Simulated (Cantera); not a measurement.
Feed: 1 mol Si₃N₄, 4.4 mol HCl, 0.67 mol N₂, equilibrated at 1948.15 K and 3.10 Pa.

Cantera equilibrium calculation (NASA polynomials, part measured and part estimated; ideal gas, pure solids and liquids). The tables' values for SiCl, SiN, SiCl₃ are old estimates; treat these amounts as uncertain. Equilibrium is a limit: real reactors are often held back by kinetics, nucleation or transport.

```tsv
species	before	after
HCl	0.150	0.432
Cl	0.0656	0.181
H₂	0.120	0.132
N₂	0.280	0.0856
Si	0.182	0.0159
SiCl	0.0167	0.00403
SiCl₂	0.115	0.0761
H	0.0705	0.0738
Si₃	2.14e-5	1.42e-8
Si₂N	5.28e-5	2.23e-7
Si₂	0.000401	3.06e-6
SiN	0.000158	7.64e-6
SiH	0.000270	2.47e-5
SiCl₃	7.62e-5	0.000140
```
Gas species are given as mole fractions.

### Question
Name the change that produced these shifts.
(A) pressure from 3.10 Pa to 10000 Pa
(B) temperature from 1948.15 K to 2025 K
(C) HCl from 4.4 to 24 mol
(D) temperature from 1948.15 K to 1350 K

### Answer
C, HCl from 4.4 to 24 mol. The tables' values for SiCl, SiCl₃ are old estimates; treat these amounts as uncertain
